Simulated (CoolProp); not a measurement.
A simple Rankine cycle with ammonia: condensing at 310.15 K, boiler at 9.16 MPa, turbine inlet 543.4 K, turbine efficiency 0.65, pump efficiency 0.6, no recuperator. Each further row changes one setting.

Model: reference Helmholtz-energy equation of state, Gao 2020, in CoolProp.

```json
[
 {"case": "as stated", "thermal efficiency (%)": "13.5", "net work (kJ/kg)": "218", "heat in (kJ/kg)": "1610", "turbine exit temperature (K)": "412.4", "volume ratio over the turbine": "___"},
 {"case": "turbine inlet 563.4 K", "thermal efficiency (%)": "___", "net work (kJ/kg)": "232", "heat in (kJ/kg)": "1670", "turbine exit temperature (K)": "431.5", "volume ratio over the turbine": "___"},
 {"case": "condensing temperature 302.15 K", "thermal efficiency (%)": "14.7", "net work (kJ/kg)": "242", "heat in (kJ/kg)": "1650", "turbine exit temperature (K)": "399.7", "volume ratio over the turbine": "6.37"},
 {"case": "boiler pressure 6.41 MPa", "thermal efficiency (%)": "11.7", "net work (kJ/kg)": "194", "heat in (kJ/kg)": "1650", "turbine exit temperature (K)": "438.8", "volume ratio over the turbine": "3.76"},
 {"case": "turbine efficiency 0.55", "thermal efficiency (%)": "11.2", "net work (kJ/kg)": "___", "heat in (kJ/kg)": "1610", "turbine exit temperature (K)": "___", "volume ratio over the turbine": "5.39"}
]
```

**Question.** Fill in the missing entries.

**Answer.** 
- as stated, volume ratio over the turbine: 5.17
- turbine inlet 563.4 K, thermal efficiency (%): 13.8
- turbine inlet 563.4 K, volume ratio over the turbine: 5.18
- turbine efficiency 0.55, net work (kJ/kg): 181
- turbine efficiency 0.55, turbine exit temperature (K): 427.1
